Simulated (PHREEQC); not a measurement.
Consider water at 25 °C with 3.1 mol K2CO3, 0.003 mol Na2B4O7 and 0.0014 mol H4SiO4 per kg of water. Closed to the air; pH follows from the charge balance.

The numbers come from PHREEQC with the Pitzer model, pitzer.dat.

| Item | Result |
|---|---|
| pH | 12.39 |
| ionic strength | 9.29 mol/kgw |
| activity of water | 0.833 |
| density | 1.268 g/cm³ |
| osmotic coefficient | 1.088 |
| total alkalinity | 6210 meq/kg |

```json
[
 {"species": "K+", "molality": "6.20", "activity": "2.93", "log γ": "-0.326"},
 {"species": "CO3-2", "molality": "3.09", "activity": "0.677", "log γ": "-0.659"},
 {"species": "HCO3-", "molality": "0.0136", "activity": "0.00605", "log γ": "-0.353"},
 {"species": "B(OH)4-", "molality": "0.0120", "activity": "0.00731", "log γ": "-0.214"},
 {"species": "Na+", "molality": "0.00600", "activity": "0.00141", "log γ": "-0.630"},
 {"species": "OH-", "molality": "0.00515", "activity": "0.0206", "log γ": "0.602"},
 {"species": "H2SiO4-2", "molality": "0.00113", "activity": "1.60e-5", "log γ": "-1.851"},
 {"species": "H3SiO4-", "molality": "0.000266", "activity": "9.62e-5", "log γ": "-0.442"},
 {"species": "B(OH)3", "molality": "3.54e-5", "activity": "6.23e-6", "log γ": "-0.754"},
 {"species": "H4SiO4", "molality": "1.84e-7", "activity": "2.67e-7", "log γ": "0.161"},
 {"species": "CO2", "molality": "3.47e-9", "activity": "6.54e-9", "log γ": "0.275"}
]
```

This is a speciation only: nothing precipitates in the calculation. In brines, pH and single-ion activities rest on the MacInnes convention.
